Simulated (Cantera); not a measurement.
**Ignition delay**

Mixture: 8.64 % CH4, 19.2 % O2, 72.2 % N2, at 1.00 bar, adiabatic and at constant pressure. Ignition delay is the time to a rise of 400 K.

Detailed kinetics in Cantera: GRI-Mech 3.0 (53 species, 325 reactions).

```csv
T0 (K),delay (ms)
1425,2.48
1500,1.13
1575,0.563
1650,0.305
1725,0.178
```

```json
{
  "apparent activation energy between 1575 and 1725 K": "170 kJ/mol"
}
```
